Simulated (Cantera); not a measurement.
A Cantera script and what it prints.

```python
import numpy as np
import cantera as ct

gas_names = """
    H H2 N NH NH2 NH3 N2 N2H2 N2H4 Si SiH SiH2 SiH3 SiH4 SiN Si2 Si2N Si3
""".split()
cond_names = """
    Si(cr) Si(L) Si3N4(a)
""".split()


# ... load() reads the species with a 1 bar reference pressure and builds the phases ...
atoms = {
    'SiH4': {'Si': 1, 'H': 4},
    'NH3': {'N': 1, 'H': 3},
    'H2': {'H': 2},
}
top_T = {'Si3N4(a)': 2400}  # K; cautious upper limits of use, not melting points


# ... equilibrate(T, P, feed) seeds the gas with the atoms and calls Mixture.equilibrate('TP', solver="vcs", rtol=1e-11, max_steps=5000) ...
results = []
feed = {'SiH4': 1, 'NH3': 1.7, 'H2': 0.24}  # mol
P = 54  # Pa
for T in [975, 1075, 1175, 1275, 1375, 1475, 1575, 1675]:
    mix = equilibrate(T, P, feed)
    results.append((T, P, feed, dict(zip(mix.species_names, mix.species_moles))))

top = {s: max(r[3][s] / sum(r[3][g] for g in gas_names) for r in results) for s in gas_names}
cols = sorted((s for s in top if top[s] > 1e-06), key=lambda s: -top[s])[:6]
seen = [c for c in cond_names if any(r[3].get(c, 0) > 1e-12 for r in results)]
print("log10 of partial pressures in bar; condensed amounts in mol")
print(f"{'T/K':>10s}" + "".join(f"{s[:9]:>10s}" for s in cols + seen))
for T, P, feed, n in results:
    ng = sum(n[g] for g in gas_names)
    print(f"{T:10.4g}" + "".join(f"{np.log10(max(n[s] / ng * P / 1e5, 1e-99)):10.3f}" for s in cols)
          + "".join(f"{n.get(c, 0):10.4g}" for c in seen))
```

It prints:

```
log10 of partial pressures in bar; condensed amounts in mol
       T/K        H2        N2         H        Si       SiH      SiH2    Si(cr)  Si3N4(a)
       975    -3.284    -4.701   -10.584   -20.741   -20.439   -18.026         0    0.3333
      1075    -3.284    -4.701    -9.475   -17.272   -17.350   -15.583         0    0.3333
      1175    -3.284    -4.701    -8.554   -14.397   -14.792   -13.558         0    0.3333
      1275    -3.284    -4.701    -7.774   -11.978   -12.640   -11.853         0    0.3333
      1375    -3.284    -4.701    -7.107    -9.914   -10.806   -10.399         0    0.3333
      1475    -3.292    -4.542    -6.533    -8.240    -9.334    -9.258    0.1289    0.2904
      1575    -3.339    -4.090    -6.051    -7.241    -8.532    -8.765    0.9993         0
      1675    -3.341    -4.091    -5.606    -6.363    -7.808    -8.290    0.9951         0
```

Equilibrium computed with Cantera from the NASA thermochemical tables; the gas is ideal and each condensed phase is pure. Mutual solubility and eutectic melting of coexisting phases are not modelled.
